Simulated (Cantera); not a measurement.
# Silicon nitride deposition: SiCl4 + NH3

Feed: 1 mol SiCl4, 45 mol NH3, held at 13.0 Pa.

These are equilibrium values from Cantera (NASA tables, ideal gas, pure condensed phases), not measurements of a reactor. Candidate condensed phases: NH4Cl, Si, Si3N4; 28 gas species. The tables' values for SiCl, SiN are old estimates; treat these amounts as uncertain. Kinetics and transport are ignored.

From 802 °C to 1177 °C the condensed part is Si3N4(s). From 1252 °C to 1402 °C the condensed part is Si(s). From 1477 °C to 1627 °C nothing is condensed. The main Si-bearing gas is SiCl2 at 802 °C and Si at 1627 °C.

| T (°C) | x H2 | x N2 | x H | x HCl | x Si | x SiCl2 | x Cl | n Si3N4(s) | n Si(s) |
|---|---|---|---|---|---|---|---|---|---|
| 802 | 0.717 | 0.239 | 1.09e-6 | 0.0438 | <1e-12 | 2.74e-6 | 6.01e-8 | 0.333 | 0 |
| 877 | 0.717 | 0.239 | 5.54e-6 | 0.0438 | 4.88e-12 | 1.88e-5 | 2.98e-7 | 0.333 | 0 |
| 952 | 0.717 | 0.239 | 2.31e-5 | 0.0436 | 4.17e-10 | 0.000101 | 1.21e-6 | 0.330 | 0 |
| 1027 | 0.717 | 0.239 | 8.22e-5 | 0.0429 | 2.11e-8 | 0.000434 | 4.15e-6 | 0.320 | 0 |
| 1102 | 0.718 | 0.240 | 0.000255 | 0.0408 | 6.95e-7 | 0.00147 | 1.20e-5 | 0.288 | 0 |
| 1177 | 0.718 | 0.241 | 0.000703 | 0.0361 | 1.58e-5 | 0.00374 | 2.88e-5 | 0.218 | 0 |
| 1252 | 0.715 | 0.244 | 0.00175 | 0.0332 | 0.000145 | 0.00505 | 6.54e-5 | 0 | 0.517 |
| 1327 | 0.713 | 0.244 | 0.00403 | 0.0327 | 0.000750 | 0.00518 | 0.000146 | 0 | 0.439 |
| 1402 | 0.707 | 0.243 | 0.00857 | 0.0321 | 0.00334 | 0.00524 | 0.000303 | 0 | 0.164 |
| 1477 | 0.696 | 0.241 | 0.0170 | 0.0350 | 0.00672 | 0.00340 | 0.000659 | 0 | 0 |
| 1552 | 0.680 | 0.238 | 0.0319 | 0.0376 | 0.00858 | 0.00153 | 0.00134 | 0 | 0 |
| 1627 | 0.658 | 0.235 | 0.0564 | 0.0379 | 0.00950 | 0.000579 | 0.00246 | 0 | 0 |
x: gas mole fraction; n: condensed amount in mol.
